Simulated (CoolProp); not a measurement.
Vapour-liquid equilibrium of propylene (1) + acetone (2) at 0.192 MPa; x and y are mole fractions of (1).

Computed with CoolProp (multi-fluid Helmholtz-energy mixture model, Lemmon 2013 and Lemmon 2006; pair parameters Bell 2016).

```
x      bubble temperature, mixture model (K)  bubble temperature, Raoult's law (K)  y, mixture model  y, Raoult's law
-----  -------------------------------------  ------------------------------------  ----------------  ---------------
0.05                                     [?]                                 325.4               [?]            0.561
0.125                                  276.0                                 302.3             0.946            0.833
0.2                                    261.3                                 287.8             0.977            0.920
0.275                                    [?]                                 277.7             0.986            0.956
0.35                                   249.9                                 270.2             0.990            0.973
0.425                                  247.8                                 264.3             0.991            0.983
0.5                                    246.7                                 259.5             0.992            0.989
0.575                                  246.1                                 255.5             0.993            0.993
0.65                                   245.6                                 252.0             0.993            0.995
0.725                                  245.1                                 249.1             0.993            0.997
0.8                                      [?]                                 246.4             0.994            0.998
0.875                                  243.3                                 244.1             0.996            0.999
0.95                                     [?]                                 242.0             0.998            1.000
```

### Question
Fill in the missing entries.

### Answer

- 0.05, bubble temperature, mixture model (K): 309.6
- 0.05, y, mixture model: 0.745
- 0.275, bubble temperature, mixture model (K): 253.8
- 0.8, bubble temperature, mixture model (K): 244.3
- 0.95, bubble temperature, mixture model (K): 241.8

The largest gap from Raoult's law is -26.5 K in bubble temperature, at x = 0.2. No azeotrope shows between x = 0.05 and 0.95.

The pair parameters rest on a limited set of measurements; away from them the model extrapolates. With so large a gap from Raoult's law the liquid may split in two, which this calculation doesn't test in full.
